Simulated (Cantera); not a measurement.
A closed system holds: 1 mol B₂O₃, 150 mol H₂, held at 1150 K and 1.13 Torr.

Equilibrium computed with Cantera from the NASA thermochemical tables; the gas is ideal and each condensed phase is pure. Candidate condensed phases: B, B₂O₃, B₃O₃H₃, H₂O; 23 gas species. Kinetics and transport are ignored.

Base state: H₂ 1.000, HBO 7.68e-5, HBO₂ 4.30e-5, H₂O 1.78e-5 (mole fractions); condensed: B₂O₃(l).

Task: What changes in the equilibrium state with this change: B₂O₃ replaced by B₂H₆?

Result: 
```json
[
 {"species": "H₂", "before": "1.000", "after": "1.000"},
 {"species": "HBO", "before": "7.68e-5", "after": "0"},
 {"species": "HBO₂", "before": "4.30e-5", "after": "0"},
 {"species": "H₂O", "before": "1.78e-5", "after": "0"},
 {"species": "B₂O₃(l), mol", "before": "0.991", "after": "0"},
 {"species": "B(s), mol", "before": "0", "after": "2.00"}
]
```
The feed counts by its element totals alone.
